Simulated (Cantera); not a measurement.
Mixture: CO : H2 : O2 : N2 = 1 : 0.083 : 0.652 : 3.52 (molar parts), equivalence ratio 0.83, at 1000000 Pa, adiabatic and at constant pressure. Ignition delay is the time to a rise of 400 K.

Computed with Cantera and GRI-Mech 3.0 (53 species, 325 reactions). The hydrogen kinetics of GRI-Mech 3.0 are dated; newer H2 mechanisms differ, most at raised pressure. Where the delays flatten at high temperature, the 400 K rule measures the pace of heat release, not the induction time.

Task: What does this change do: H2 0.083 to 0.056 parts?

Result: 
| quantity | before | after |
|---|---|---|
| delay at 1323 K | 18.5 µs | 24.1 µs |
| delay at 1423 K | 11.1 µs | 14.3 µs |
| delay at 1523 K | 8.13 µs | 10.4 µs |
| delay at 1623 K | 6.67 µs | 8.51 µs |
| delay at 1723 K | 5.87 µs | 7.46 µs |
| delay at 1823 K | 5.43 µs | 6.88 µs |
| delay at 1923 K | 5.25 µs | 6.63 µs |

Task: What does this change do: CO 1 to 1.5 parts?

Result: 
```json
[
 {"quantity": "delay at 1323 K", "before": "18.5 µs", "after": "17.3 µs"},
 {"quantity": "delay at 1423 K", "before": "11.1 µs", "after": "10.2 µs"},
 {"quantity": "delay at 1523 K", "before": "8.13 µs", "after": "7.44 µs"},
 {"quantity": "delay at 1623 K", "before": "6.67 µs", "after": "6.04 µs"},
 {"quantity": "delay at 1723 K", "before": "5.87 µs", "after": "5.27 µs"},
 {"quantity": "delay at 1823 K", "before": "5.43 µs", "after": "4.83 µs"},
 {"quantity": "delay at 1923 K", "before": "5.25 µs", "after": "4.61 µs"}
]
```

Task: What does this change do: 0.077 parts H2O added?

Result: 
| quantity | before | after |
|---|---|---|
| delay at 1323 K | 18.5 µs | 20.0 µs |
| delay at 1423 K | 11.1 µs | 11.1 µs |
| delay at 1523 K | 8.13 µs | 7.74 µs |
| delay at 1623 K | 6.67 µs | 6.12 µs |
| delay at 1723 K | 5.87 µs | 5.21 µs |
| delay at 1823 K | 5.43 µs | 4.69 µs |
| delay at 1923 K | 5.25 µs | 4.42 µs |
